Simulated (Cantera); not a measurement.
# Thermodynamics of silicates and aluminates, feed SiO₂ + Al₂O₃ + H₂O

Input: 1 mol SiO₂, a varied amount of Al₂O₃, 0.16 mol H₂O, held at 950 K and 730 Pa.

Equilibrium computed with Cantera from the NASA thermochemical tables; the gas is ideal and each condensed phase is pure. Candidate condensed phases: Al, Al₂O₃, Al₂SiO₅, Al₆Si₂O₁₃, H₂O, Si, SiO₂; 28 gas species. Condensed phases not in the tables: alloys, solid solutions and most ternary compounds. Equilibrium is a limit: real reactors are often held back by kinetics, nucleation or transport.

| n(Al₂O₃) (mol) | x H₂O | x H₂ | x O₂ | x OH | n Al₂SiO₅(andalusite) | n SiO₂(β-quartz) | n Al₂O₃(s) |
|---|---|---|---|---|---|---|---|
| 0.25 | 1.000 | 4.52e-7 | 2.22e-7 | 1.43e-8 | 0.250 | 0.750 | 0 |
| 0.29 | 1.000 | 4.52e-7 | 2.22e-7 | 1.43e-8 | 0.290 | 0.710 | 0 |
| 0.34 | 1.000 | 4.52e-7 | 2.22e-7 | 1.43e-8 | 0.340 | 0.660 | 0 |
| 0.39 | 1.000 | 4.52e-7 | 2.22e-7 | 1.43e-8 | 0.390 | 0.610 | 0 |
| 0.45 | 1.000 | 4.52e-7 | 2.22e-7 | 1.43e-8 | 0.450 | 0.550 | 0 |
| 0.52 | 1.000 | 4.52e-7 | 2.22e-7 | 1.43e-8 | 0.520 | 0.480 | 0 |
| 0.59 | 1.000 | 4.52e-7 | 2.22e-7 | 1.43e-8 | 0.590 | 0.410 | 0 |
| 0.69 | 1.000 | 4.52e-7 | 2.22e-7 | 1.43e-8 | 0.690 | 0.310 | 0 |
| 0.79 | 1.000 | 4.52e-7 | 2.22e-7 | 1.43e-8 | 0.790 | 0.210 | 0 |
| 0.91 | 1.000 | 4.52e-7 | 2.22e-7 | 1.43e-8 | 0.910 | 0.0900 | 0 |
| 1.1 | 1.000 | 4.52e-7 | 2.22e-7 | 1.43e-8 | 1.00 | 0 | 0.100 |
| 1.2 | 1.000 | 4.52e-7 | 2.22e-7 | 1.43e-8 | 1.00 | 0 | 0.200 |
x: gas mole fraction; n: condensed amount in mol.

From 0.25 mol Al₂O₃ to 0.91 mol Al₂O₃ the condensed part is Al₂SiO₅(andalusite) + SiO₂(β-quartz). From 1.1 mol Al₂O₃ to 1.2 mol Al₂O₃ the condensed part is Al₂O₃(s) + Al₂SiO₅(andalusite).
